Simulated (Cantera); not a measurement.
Cantera run, input and output.

```python
import numpy as np
import cantera as ct

gas = ct.Solution("h2o2.yaml")
gas.TPX = 975, 2666, {'H2': 0.0057, 'O2': 1, 'N2': 0.95}
reactor = ct.IdealGasConstPressureReactor(gas, energy="off", clone=False)
net = ct.ReactorNet([reactor])
net.rtol, net.atol = 1e-08, 1e-18
show = ['H2', 'O2', 'H', 'H2O', 'OH', 'HO2']
times = np.geomspace(4e-05, 6, 15)

steps = ct.SolutionArray(gas, extra=["t"])
rows = []
print(f"{'t/s':>10s}{'T/K':>9s}{'P/Pa':>11s}" + "".join(f"{s:>11s}" for s in show))
for t in times:
    while net.time < t:
        t_next = net.step()
        steps.append(gas.state, t=t_next)
    rows.append([np.interp(t, steps.t, y) for y in (steps.T, steps.P, *steps(*show).X.T)])
    print(f"{t:10.3e}{rows[-1][0]:9.1f}{rows[-1][1]:11.4g}" + "".join(f"{x:11.3e}" for x in rows[-1][2:]))
rate = np.gradient(steps.T, steps.t)
print("integrator steps:", len(steps.t))
if steps.T.max() > steps.T[0] + 200:
    print(f"time of steepest temperature rise: {steps.t[rate.argmax()]:.4e} s")
gas.TPX = 975, 2666, {'H2': 0.0057, 'O2': 1, 'N2': 0.95}
gas.equilibrate("TP")
print(f"equilibrium (TP): T = {gas.T:.1f} K  " + "  ".join(f"{s} {gas[s].X[0]:.3e}" for s in show))
```

Result:

```
       t/s      T/K       P/Pa         H2         O2          H        H2O         OH        HO2
 4.000e-05    975.0       2666  2.915e-03  5.113e-01  5.019e-13  1.091e-15  6.916e-14  5.761e-13
 9.371e-05    975.0       2666  2.915e-03  5.113e-01  1.000e-12  1.275e-14  3.341e-13  1.356e-12
 2.195e-04    975.0       2666  2.915e-03  5.113e-01  1.723e-12  1.331e-13  1.408e-12  3.205e-12
 5.143e-04    975.0       2666  2.915e-03  5.113e-01  2.641e-12  1.181e-12  4.902e-12  7.597e-12
 1.205e-03    975.0       2666  2.915e-03  5.113e-01  4.632e-12  9.008e-12  1.520e-11  1.813e-11
 2.823e-03    975.0       2666  2.915e-03  5.113e-01  1.266e-11  7.039e-11  5.598e-11  4.466e-11
 6.613e-03    975.0       2666  2.915e-03  5.113e-01  9.636e-11  9.509e-10  4.762e-10  1.392e-10
 1.549e-02    975.0       2666  2.914e-03  5.113e-01  9.394e-09  1.051e-07  4.712e-08  4.851e-09
 3.629e-02    975.0       2666  1.524e-03  5.103e-01  1.502e-04  1.180e-03  2.687e-04  3.437e-06
 8.503e-02    975.0       2666  2.082e-05  5.102e-01  2.006e-05  2.856e-03  6.150e-05  1.144e-06
 1.992e-01    975.0       2666  2.163e-06  5.105e-01  2.706e-06  2.901e-03  2.666e-05  5.136e-07
 4.666e-01    975.0       2666  4.391e-07  5.106e-01  3.365e-07  2.911e-03  1.318e-05  2.338e-07
 1.093e+00    975.0       2666  8.994e-08  5.106e-01  3.535e-08  2.916e-03  6.265e-06  9.012e-08
 2.561e+00    975.0       2666  1.742e-08  5.106e-01  3.689e-09  2.917e-03  2.983e-06  2.992e-08
 6.000e+00    975.0       2666  3.365e-09  5.106e-01  4.402e-10  2.918e-03  1.480e-06  9.237e-09
integrator steps: 1239
equilibrium (TP): T = 975.0 K  H2 1.025e-12  O2 5.106e-01  H 7.139e-15  H2O 2.919e-03  OH 3.689e-08  HO2 8.306e-11
```

Detailed kinetics in Cantera: the H2/O2 subset of GRI-Mech 3.0, which has no nitrogen chemistry. Radical loss at walls, strong at low pressure, is not modelled.
